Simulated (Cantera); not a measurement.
## Thermodynamics of oxide etching and cleaning by halides, feed SiO2 + SiCl4 + N2

Feed: 1 mol SiO2, 2.2 mol SiCl4, 5.4 mol N2, equilibrated at 1123 K and 0.133 bar.

Equilibrium computed with Cantera from the NASA thermochemical tables; the gas is ideal and each condensed phase is pure. Candidate condensed phases: Si, SiO2, Si2N2O, Si3N4; 23 gas species. The tables' values for SiCl3 are old estimates; treat these amounts as uncertain. The numbers say what is thermodynamically allowed, not how fast it happens.

```json
{
 "x(N2)": "0.711",
 "x(SiCl4)": "0.289",
 "x(SiCl3)": "1.24e-5",
 "x(Cl)": "8.07e-6",
 "x(Cl2)": "2.16e-6",
 "n(SiO2(β-quartz))": "1.00 mol",
 "gas_amount": "7.600 mol",
 "log10 activity of Si(s) (absent)": "-12.29"
}
```
